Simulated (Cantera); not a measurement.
Mixture: CH4 : O2 : N2 = 1 : 1.54 : 5.78 (molar parts), at 1.38 atm, adiabatic and at constant volume. Ignition delay is the time to a rise of 400 K.

Cantera simulation using GRI-Mech 3.0 (53 species, 325 reactions); the numbers are that mechanism's predictions, not measurements.

Task: What does this change do: pressure from 1.38 atm to 17.8 atm?

Result: 
| quantity | before | after |
|---|---|---|
| delay at 1275 K | 13.4 ms | 1.10 ms |
| delay at 1425 K | 2.14 ms | 0.230 ms |
| delay at 1575 K | 0.455 ms | 57.5 µs |
| delay at 1725 K | 0.132 ms | 16.7 µs |
| delay at 1875 K | 49.8 µs | 5.77 µs |
| apparent activation energy between 1725 and 1875 K | 170 kJ/mol | 190 kJ/mol |
The pressure lies above the range GRI-Mech 3.0 was tuned for (to about 10 atm).

Task: What does this change do: constant pressure in place of constant volume?

Result: 
```
quantity                                                before       after
--------------------------------------------------  ----------  ----------
delay at 1275 K                                        13.4 ms     14.2 ms
delay at 1425 K                                        2.14 ms     2.29 ms
delay at 1575 K                                       0.455 ms    0.486 ms
delay at 1725 K                                       0.132 ms    0.141 ms
delay at 1875 K                                        49.8 µs     53.6 µs
apparent activation energy between 1725 and 1875 K  170 kJ/mol  170 kJ/mol
```
